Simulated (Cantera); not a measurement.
A closed system holds: 1 mol B2O3, 34 mol Cl2, a varied amount of F2, held at 552 °C and 10.0 mbar.

Equilibrium computed with Cantera from the NASA thermochemical tables; the gas is ideal and each condensed phase is pure. Candidate condensed phases: B, B2O3; 32 gas species. The numbers say what is thermodynamically allowed, not how fast it happens.

Problem. What share of the B ends up in condensed phases as a function of n(F2) (mol), at 0.52, 1.1, 1.7, 2.3, 2.9, 3.5, 4.1, 4.7?

Solution. 
```csv
n(F2) (mol),B condensed (%),as
0.52,80.3,B2O3(l)
1.1,58.3,B2O3(l)
1.7,35.5,B2O3(l)
2.3,12.7,B2O3(l)
2.9,0.0,-
3.5,0.0,-
4.1,0.0,-
4.7,0.0,-
```
